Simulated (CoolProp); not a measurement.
Properties of chlorine along the isobar 101 kPa (Tc = 416.9 K, pc = 7642 kPa, ω = 0.070).

The numbers come from the reference Helmholtz-energy equation of state, Thol 2021 in CoolProp.

| T (K) | phase | density (kg/m³) | Joule-Thomson coefficient (K/MPa) | isothermal compressibility (1/MPa) |
|---|---|---|---|---|
| 279.8 | gas | 3.127 | 34.73 | 10.06 |
| 291.2 | gas | 2.999 | 31.45 | 10.04 |
| 302.5 | gas | 2.882 | 28.60 | 10.02 |
| 313.9 | gas | 2.773 | 26.10 | 10.01 |
| 325.3 | gas | 2.673 | 23.89 | 9.996 |
| 336.7 | gas | 2.580 | 21.93 | 9.986 |
| 348 | gas | 2.494 | 20.21 | 9.977 |
| 359.4 | gas | 2.413 | 18.67 | 9.969 |
| 370.8 | gas | 2.337 | 17.29 | 9.963 |
| 382.2 | gas | 2.266 | 16.06 | 9.957 |
| 393.5 | gas | 2.200 | 14.96 | 9.952 |
| 404.9 | gas | 2.137 | 13.97 | 9.947 |
| 416.3 | gas | 2.078 | 13.08 | 9.943 |
